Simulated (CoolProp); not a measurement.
A single-stage vapour-compression cycle with n-perfluorobutane: evaporating at 231.15 K (dew point), condensing at 296.15 K (bubble point), superheat 0 K, subcooling 8 K, compressor efficiency 0.8, no pressure losses. Each further row changes one setting.

Values from CoolProp's reference Helmholtz-energy equation of state, Gao 2022.

| case | cooling COP | pressure ratio | discharge temperature (K) | refrigerating effect (kJ/kg) | volumetric capacity (kJ/m³) |
|---|---|---|---|---|---|
| as stated | 1.74 | 17.5 | 296.1 | 47.9 | 85.7 |
| evaporating temperature 236.15 K | 2.06 | 13.1 | 296.1 | 51.7 | 121 |
| condensing temperature 291.15 K | 2.04 | 14.8 | 291.1 | 53.5 | 95.8 |
| subcooling 13 K | 1.94 | 17.5 | 296.1 | 53.5 | 95.8 |
| superheat 10 K | 1.85 | 17.5 | 296.1 | 55.6 | 95.3 |
| compressor efficiency 0.7 | 1.52 | 17.5 | 296.1 | 47.9 | 85.7 |

The compression ends wet for: as stated; evaporating temperature 236.15 K; condensing temperature 291.15 K; subcooling 13 K; superheat 10 K; compressor efficiency 0.7.
